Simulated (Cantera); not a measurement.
A closed system holds: 1 mol MgSO4, 0.65 mol C, 0.13 mol CO2, held at 10.0 mbar.

Cantera equilibrium calculation (NASA polynomials, part measured and part estimated; ideal gas, pure solids and liquids). Candidate condensed phases: C, Mg, MgCO3, MgO, MgS, MgSO4, S; 26 gas species. Rates play no part. All values below are at 1675 K.

Base state: SO2 0.532, CO2 0.324, CO 0.118, SO 0.0166, S2 0.00853, S2O 0.000313, S 0.000232, COS 6.33e-5 (mole fractions); condensed: MgO(s).

Task: What changes in the equilibrium state with this change: CO2 from 0.13 to 3.2 mol?

Result: 
```tsv
species	before	after
CO2	0.324	0.733
SO2	0.532	0.205
CO	0.118	0.0605
SO	0.0166	0.00145
S2	0.00853	3.36e-6
S2O	0.000313	5.43e-7
MgO(s), mol	1.000	1.000
```
